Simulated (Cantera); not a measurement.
**CS₂ + H₂ + O₂ (abatement and gas-phase synthesis)**

Charge: 1 mol CS₂, 0.45 mol H₂, a varied amount of O₂, held at 748 K and 500 Pa.

These are equilibrium values from Cantera (NASA tables, ideal gas, pure condensed phases), not measurements of a reactor. Candidate condensed phases: C, C₆H₆, C₇H₈, C₈H₁₈, H₂O, H₂SO₄, S; 123 gas species. Gases not in the tables: S₃ to S₇. Rates play no part.

```tsv
n(O₂) (mol)	x CS₂	x CO₂	x S₂	x H₂S	x COS	x CO	x H₂O	n C(graphite)
0.15	0.443	0.00979	0.0381	0.313	0.135	0.0572	0.000123	0.0853
0.29	0.307	0.0391	0.0764	0.284	0.224	0.0671	0.000268	0
0.44	0.168	0.0977	0.154	0.260	0.262	0.0553	0.000525	0
0.59	0.0794	0.175	0.219	0.240	0.241	0.0427	0.000946	0
0.73	0.0308	0.261	0.270	0.224	0.183	0.0292	0.00173	0
0.88	0.00570	0.360	0.316	0.207	0.0925	0.0136	0.00435	0
1	0.000206	0.427	0.349	0.179	0.0192	0.00269	0.0217	0
```
x: gas mole fraction; n: condensed amount in mol.

At 0.15 mol O₂ the condensed part is C(graphite). From 0.29 mol O₂ to 1 mol O₂ nothing is condensed. The main C-bearing gas is CS₂ at 0.15 mol O₂ and CO₂ at 1 mol O₂.
